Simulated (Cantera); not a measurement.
What does this Cantera script print?

```python
import numpy as np
import cantera as ct

gas_names = [...]  # 76 gases of nasa_gas.yaml made of C, H
cond_names = """
    C(gr) C6H6(L) C7H8(L) C8H18(L),n-octa
""".split()


# ... load() reads the species with a 1 bar reference pressure and builds the phases ...
atoms = {
    'C3H8': {'C': 3, 'H': 8},
    'H2': {'H': 2},
}
top_T = {'C(gr)': 4500}  # K; cautious upper limits of use, not melting points


# ... equilibrate(T, P, feed) seeds the gas with the atoms and calls Mixture.equilibrate('TP', solver="vcs", rtol=1e-11, max_steps=5000) ...
results = []
feed = {'C3H8': 1, 'H2': 52}  # mol
T = 1198  # K
for P in [10, 100, 1000, 10000, 100000, 1000000, 10000000]:
    mix = equilibrate(T, P, feed)
    results.append((T, P, feed, dict(zip(mix.species_names, mix.species_moles))))
    x = sorted(zip(gas.X, gas.species_names), reverse=True)
    print(f"T = {T:g} K  P = {P:g} Pa  gas = {mix.phase_moles(0):.4g} mol")
    print("   x: " + "  ".join(f"{s} {v:.3e}" for v, s in x if v > 0.001))
    print("   condensed (mol): " + ("  ".join(f"{mix.phase(i).name} {mix.phase_moles(i):.4g}"
          for i in range(1, mix.n_phases) if mix.phase_moles(i) > 1e-12) or "none"))
```

It prints:

```
T = 1198 K  P = 10 Pa  gas = 56 mol
   x: H2 1.000e+00
   condensed (mol): C(gr) 3
T = 1198 K  P = 100 Pa  gas = 56 mol
   x: H2 1.000e+00
   condensed (mol): C(gr) 2.999
T = 1198 K  P = 1000 Pa  gas = 55.99 mol
   x: H2 9.998e-01
   condensed (mol): C(gr) 2.991
T = 1198 K  P = 10000 Pa  gas = 55.91 mol
   x: H2 9.984e-01  CH4 1.599e-03
   condensed (mol): C(gr) 2.911
T = 1198 K  P = 100000 Pa  gas = 55.14 mol
   x: H2 9.845e-01  CH4 1.554e-02
   condensed (mol): C(gr) 2.143
T = 1198 K  P = 1e+06 Pa  gas = 53 mol
   x: H2 9.434e-01  CH4 5.659e-02
   condensed (mol): none
T = 1198 K  P = 1e+07 Pa  gas = 53 mol
   x: H2 9.434e-01  CH4 5.660e-02
   condensed (mol): none
```

Method: chemical equilibrium by Gibbs-energy minimisation in Cantera with the NASA 1993 tables (ideal gas, pure condensed phases). The ideal-gas law is rough above about 30 bar.
